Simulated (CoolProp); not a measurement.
Vapour-liquid equilibrium of propane (1) + R113 (2) at 65.25 °C; x and y are mole fractions of (1).

Model: multi-fluid Helmholtz-energy mixture model, Lemmon 2009 and Marx 1992; pair parameters Bell 2016, in CoolProp.

```tsv
x	bubble pressure, mixture model (MPa)	bubble pressure, Raoult's law (MPa)	y, mixture model	y, Raoult's law
0.05	0.2800	0.2846	0.382	0.414
0.15	0.4897	0.5025	0.661	0.703
0.25	0.6975	0.7204	0.774	0.817
0.35	0.9017	0.9383	0.835	0.878
0.45	1.103	1.156	0.875	0.916
0.55	1.302	1.374	0.904	0.942
0.65	1.505	1.592	0.928	0.961
0.75	1.716	1.810	0.948	0.976
0.85	1.945	2.028	0.968	0.987
0.95	2.206	2.246	0.988	0.996
```

The largest gap from Raoult's law is -5.5 % in bubble pressure, at x = 0.65. No azeotrope shows between x = 0.05 and 0.95.

Pair parameters are fitted to limited data, so mixtures are less certain than the pure fluids.
